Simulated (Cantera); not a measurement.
Feed: 1 mol Pb, 0.022 mol O₂, 32 mol N₂, at 1275 K and 0.100 bar.

Equilibrium computed with Cantera from the NASA thermochemical tables; the gas is ideal and each condensed phase is pure. Candidate condensed phases: Pb, PbO, PbO₂, Pb₃O₄; 12 gas species. Gases not in the tables: (PbO)n polymers. Equilibrium is a limit: real reactors are often held back by kinetics, nucleation or transport.

Base state: N₂ 0.980, Pb 0.0189, PbO 0.00135 (mole fractions); condensed: Pb(l).

Problem. What changes in the equilibrium state with this change: pressure from 0.100 bar to 1.00 bar?

Solution. 
| species | before | after |
|---|---|---|
| N₂ | 0.980 | 0.998 |
| Pb | 0.0189 | 0.00189 |
| PbO | 0.00135 | 0.000290 |
| Pb(l), mol | 0.340 | 0.896 |
| PbO(l), mol | 0 | 0.0347 |
Each liquid is taken as pure. Mutual solubility and eutectic melting of coexisting phases are not modelled.

Problem. What changes in the equilibrium state with this change: pressure from 0.100 bar to 0.000100 bar?

Solution. 
| species | before | after |
|---|---|---|
| N₂ | 0.980 | 0.970 |
| Pb | 0.0189 | 0.0290 |
| PbO | 0.00135 | 0.00130 |
| O₂ | 3.50e-8 | 1.38e-5 |
| Pb(l), mol | 0.340 | 0 |
